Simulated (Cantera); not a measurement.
Feed: 1 mol CCl4, a varied amount of F2, 1.8 mol H2, equilibrated at 2300 °C and 1.00 bar.

Method: chemical equilibrium by Gibbs-energy minimisation in Cantera with the NASA 1993 tables (ideal gas, pure condensed phases). Candidate condensed phases: C, C6H6, C7H8, C8H18; 118 gas species. Gases not in the tables: C2F6 and larger saturated fluorocarbons. Equilibrium is a limit: real reactors are often held back by kinetics, nucleation or transport.

Problem. What share of the C ends up in condensed phases as a function of n(F2) (mol), at 0.25, 0.68, 1.1, 1.5, 2, 2.4, 2.8?

Solution. 
```tsv
n(F2) (mol)	C condensed (%)	as
0.25	99.8	C(graphite)
0.68	99.8	C(graphite)
1.1	99.5	C(graphite)
1.5	97.3	C(graphite)
2	76.0	C(graphite)
2.4	50.1	C(graphite)
2.8	23.7	C(graphite)
```
